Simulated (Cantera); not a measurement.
An adiabatic, constant-pressure homogeneous reactor starts with 14.8 % CO, 1.42 % H2, 17.6 % O2, 66.2 % N2, at 1273 K and 0.960 bar.

Model: GRI-Mech 3.0 (53 species, 325 reactions), integrated in Cantera.

Task: Predict: time of steepest temperature rise; temperature at 0.100 s; equilibrium temperature; x(CO) at 0.100 s; x(H2) at 0.100 s; x(O2) at 0.100 s; x(H2O2) at 0.100 s; x(H) at 0.100 s; x(NO) at 0.100 s; x(HO2) at 0.100 s.

Result: 
* **time of steepest temperature rise**: 97.7 µs
* **temperature at 0.100 s**: 2383 K
* **equilibrium temperature**: 2382 K
* **x(CO) at 0.100 s**: 0.00940 (gas-phase equilibrium 0.00936)
* **x(H2) at 0.100 s**: 0.000145 (gas-phase equilibrium 0.000145)
* **x(O2) at 0.100 s**: 0.0996 (gas-phase equilibrium 0.0992)
* **x(H2O2) at 0.100 s**: 2.27e-8 (gas-phase equilibrium 2.26e-8)
* **x(H) at 0.100 s**: 0.000182 (gas-phase equilibrium 0.000180)
* **x(NO) at 0.100 s**: 0.0115 (gas-phase equilibrium 0.0121)
* **x(HO2) at 0.100 s**: 2.17e-6 (gas-phase equilibrium 2.15e-6)
